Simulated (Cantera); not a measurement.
Charge: 1 mol Ta(OEt)5, 0.76 mol O2, 1.8 mol H2, equilibrated at 1198 K and 4.90 Pa.

Method: chemical equilibrium by Gibbs-energy minimisation in Cantera with the NASA 1993 tables (ideal gas, pure condensed phases). Candidate condensed phases: C, C6H6, C7H8, C8H18, H2O, Ta, TaC, Ta2O5; 113 gas species. The feed counts by its element totals alone. TaC: taken at fixed stoichiometry. Condensed phases not in the tables: Ta2C. Equilibrium is a limit: real reactors are often held back by kinetics, nucleation or transport.

Base state: H2 0.687, CO 0.313, H 2.25e-5 (mole fractions); condensed: C(graphite) + TaC(s).

Question: What changes in the equilibrium state with this change: temperature from 1198 K to 2225 K?

Answer: 
```json
[
 {"species": "H", "before": "2.25e-5", "after": "0.486"},
 {"species": "H2", "before": "0.687", "after": "0.276"},
 {"species": "CO", "before": "0.313", "after": "0.237"},
 {"species": "C3", "before": "<1e-9", "after": "8.13e-5"},
 {"species": "C2H", "before": "<1e-9", "after": "5.29e-5"},
 {"species": "C", "before": "<1e-9", "after": "4.84e-5"},
 {"species": "C(graphite), mol", "before": "2.48", "after": "2.42"},
 {"species": "TaC(s), mol", "before": "1.00", "after": "1.00"}
]
```
